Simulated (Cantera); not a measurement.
Input (Python, Cantera) and output of one run.

```python
import numpy as np
import cantera as ct

gas_names = [...]  # 91 gases of nasa_gas.yaml made of C, Cl, H
cond_names = """
    C(gr) C6H6(L) C7H8(L) C8H18(L),n-octa
""".split()


# ... load() reads the species with a 1 bar reference pressure and builds the phases ...
atoms = {
    'CH3Cl': {'C': 1, 'H': 3, 'CL': 1},
    'CH4': {'C': 1, 'H': 4},
}
top_T = {'C(gr)': 4500}  # K; cautious upper limits of use, not melting points


# ... equilibrate(T, P, feed) seeds the gas with the atoms and calls Mixture.equilibrate('TP', solver="vcs", rtol=1e-11, max_steps=5000) ...
results = []
feed = {'CH3Cl': 1, 'CH4': 0.11}  # mol
P = 23  # Pa
for T in [975, 1175, 1375, 1575, 1775, 1975, 2175, 2375, 2575, 2775, 2975]:
    mix = equilibrate(T, P, feed)
    results.append((T, P, feed, dict(zip(mix.species_names, mix.species_moles))))

top = {s: max(r[3][s] / sum(r[3][g] for g in gas_names) for r in results) for s in gas_names}
cols = sorted((s for s in top if top[s] > 0.0001), key=lambda s: -top[s])[:5]
seen = [c for c in cond_names if any(r[3].get(c, 0) > 1e-12 for r in results)]
print("log10 of partial pressures in bar; condensed amounts in mol")
print(f"{'T/K':>10s}" + "".join(f"{s[:9]:>10s}" for s in cols + seen))
for T, P, feed, n in results:
    ng = sum(n[g] for g in gas_names)
    print(f"{T:10.4g}" + "".join(f"{np.log10(max(n[s] / ng * P / 1e5, 1e-99)):10.3f}" for s in cols)
          + "".join(f"{n.get(c, 0):10.4g}" for c in seen))
```

Result:

```
log10 of partial pressures in bar; condensed amounts in mol
       T/K         H        H2       HCL        CL        C3     C(gr)
       975   -10.891    -3.898    -3.985   -11.003   -33.382      1.11
      1175    -8.861    -3.898    -3.985    -9.006   -25.755      1.11
      1375    -7.414    -3.898    -3.985    -7.583   -20.367      1.11
      1575    -6.331    -3.899    -3.987    -6.518   -16.364      1.11
      1775    -5.491    -3.905    -3.998    -5.698   -13.278      1.11
      1975    -4.830    -3.933    -4.046    -5.071   -10.828     1.108
      2175    -4.323    -4.024    -4.193    -4.629    -8.839     1.105
      2375    -3.982    -4.263    -4.523    -4.388    -7.194     1.096
      2575    -3.822    -4.722    -5.058    -4.311    -5.812    0.9999
      2775    -3.808    -5.364    -5.728    -4.331    -4.828         0
      2975    -3.808    -5.946    -6.313    -4.341    -4.990         0
```

These are equilibrium values from Cantera (NASA tables, ideal gas, pure condensed phases), not measurements of a reactor.
